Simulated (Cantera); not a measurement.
Adiabatic ignition

An adiabatic, constant-pressure homogeneous reactor starts with 4.20 % CH₄, 1.22 % C₂H₆, 0.240 % C₃H₈, 8.66 % O₂, 81.6 % N₂, 4.12 % H₂O, at 1175 K and 0.987 atm.

Model: GRI-Mech 3.0 (53 species, 325 reactions), integrated in Cantera.

| t (s) | T (K) | x CH₄ | x C₂H₆ | x C₃H₈ | x H₂O₂ | x O₂ | x C₂H |
|---|---|---|---|---|---|---|---|
| 3.00e-6 | 1175 | 0.0420 | 0.0122 | 0.00240 | 1.30e-12 | 0.0866 | <1e-12 |
| 7.08e-6 | 1175 | 0.0420 | 0.0122 | 0.00240 | 1.37e-11 | 0.0866 | <1e-12 |
| 1.67e-5 | 1175 | 0.0420 | 0.0122 | 0.00240 | 1.31e-10 | 0.0866 | <1e-12 |
| 3.95e-5 | 1175 | 0.0420 | 0.0122 | 0.00240 | 1.06e-9 | 0.0866 | <1e-12 |
| 9.31e-5 | 1175 | 0.0420 | 0.0122 | 0.00240 | 7.46e-9 | 0.0866 | <1e-12 |
| 0.000220 | 1175 | 0.0420 | 0.0122 | 0.00239 | 5.14e-8 | 0.0866 | <1e-12 |
| 0.000519 | 1175 | 0.0420 | 0.0122 | 0.00239 | 3.80e-7 | 0.0866 | <1e-12 |
| 0.00122 | 1175 | 0.0420 | 0.0121 | 0.00237 | 2.95e-6 | 0.0865 | <1e-12 |
| 0.00289 | 1179 | 0.0413 | 0.0112 | 0.00215 | 2.02e-5 | 0.0855 | <1e-12 |
| 0.00682 | 1886 | 3.44e-7 | <1e-12 | <1e-12 | 7.27e-9 | 2.12e-5 | 2.28e-9 |
| 0.0161 | 1904 | 1.31e-11 | <1e-12 | <1e-12 | 2.88e-10 | 6.11e-7 | <1e-12 |
| 0.0380 | 1906 | 7.16e-12 | <1e-12 | <1e-12 | 6.15e-11 | 1.24e-7 | <1e-12 |
| 0.0897 | 1906 | 6.03e-12 | <1e-12 | <1e-12 | 4.32e-11 | 8.57e-8 | <1e-12 |
| 0.212 | 1906 | 5.14e-12 | <1e-12 | <1e-12 | 4.28e-11 | 8.50e-8 | <1e-12 |
| 0.500 | 1906 | 5.01e-12 | <1e-12 | <1e-12 | 4.29e-11 | 8.50e-8 | <1e-12 |
x: mole fraction; the columns are a selection and need not sum to one.

```yaml
time_of_steepest_temperature_rise: 6.29 ms
temperature at 0.500 s: 1906 K
equilibrium_temperature: 1906 K
x(CH₄) at 0.500 s: 5.01e-12 (gas-phase equilibrium 5.56e-12)
x(C₂H₆) at 0.500 s: <1e-12 (gas-phase equilibrium <1e-12)
x(C₃H₈) at 0.500 s: <1e-12 (gas-phase equilibrium <1e-12)
```
